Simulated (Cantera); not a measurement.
A perfectly stirred reactor is fed with 24.7 % H2, 15.8 % O2, 59.5 % N2, equivalence ratio 0.78, at 188 Torr; it is adiabatic with a 350 K inlet, and is followed from long to short residence time, starting on the burning branch (τ in s: 0.095, 0.035, 0.013, 0.0048, 0.0018, 0.00066, 0.00025, 9.1e-05, 3.4e-05, 1.2e-05).

Model: the H2/O2 subset of GRI-Mech 3.0, which has no nitrogen chemistry, integrated in Cantera.

x: mole fraction; the columns are a selection and need not sum to one.

```csv
τ (s),T (K),x H2,x O2,x HO2,x H2O2,x O
0.095,2128,0.00493,0.0392,…,7.99e-8,0.00166
0.035,2082,0.00789,0.0399,…,9.22e-8,0.00274
0.013,2002,0.0125,0.0414,…,1.28e-7,0.00462
0.0048,1882,0.0183,0.0439,…,2.13e-7,0.00734
0.0018,1728,0.0237,0.0475,…,4.31e-7,0.0104
0.00066,1544,0.0286,0.0523,…,1.00e-6,0.0129
0.00025,1348,0.0368,0.0604,…,1.87e-6,0.0130
9.1e-5,350,0.247,0.158,<1e-12,<1e-12,<1e-12
3.4e-5,350,0.247,0.158,<1e-12,<1e-12,<1e-12
1.2e-5,350,0.247,0.158,<1e-12,<1e-12,<1e-12
```

Fill in the missing entries.


- 0.095, x HO2: 1.79e-6
- 0.035, x HO2: 2.15e-6
- 0.013, x HO2: 3.05e-6
- 0.0048, x HO2: 4.67e-6
- 0.0018, x HO2: 6.95e-6
- 0.00066, x HO2: 1.02e-5
- 0.00025, x HO2: 1.54e-5
